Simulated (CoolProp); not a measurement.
Vapour-liquid equilibrium of ethylene (1) + n-butane (2) at 211.8 K; x and y are mole fractions of (1).

Values from CoolProp's multi-fluid Helmholtz-energy mixture model, Smukala 2000 and Bücker 2006; pair parameters Bell 2016.

Give the bubble pressure and the first vapour's composition at x = 0.2, 0.8, 0.95. Is there an azeotrope?

x = 0.2: 0.1521 MPa, y = 0.973; x = 0.8: 0.5498 MPa, y = 0.998; x = 0.95: 0.6762 MPa, y = 0.999. No azeotrope shows between x = 0.05 and 0.95.

The pair parameters rest on a limited set of measurements; away from them the model extrapolates. The gap from Raoult's law changes sign with composition, which may be real or a fault of the pair parameters; it wasn't checked against measurements.
